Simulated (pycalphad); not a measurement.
Freezing of Hf-B alloys with rising B

Source of the numbers: pycalphad with the COST 507 light-alloy database (1999); pressure 1 atm. These are 1990s assessments: newer ones move some temperatures and phases. Phase fractions are per mole of atoms.

Scheil-Gulliver runs (no diffusion in the solid, steps of 4 K) beside full equilibrium.

| alloy | liquidus (°C) | Scheil, half solid (°C) | Scheil, 80 % solid (°C) | Scheil, invariant end (°C) | liquid left at that end | equilibrium solidus (°C) |
|---|---|---|---|---|---|---|
| Hf-1.605B (wt.%) | 2081 | at the invariant end | at the invariant end | 1880 | 0.82 | 1881 |
| Hf-2.335B (wt.%) | 2363 | at the invariant end | at the invariant end | 1880 | 0.69 | 1881 |
| Hf-4.276B (wt.%) | 2910 | 2031 | at the invariant end | 1880 | 0.43 | 1881 |
| Hf-25.4B (wt.%) | 3044 | at the invariant end | at the invariant end | 2065 | 0.56 | 2065 |
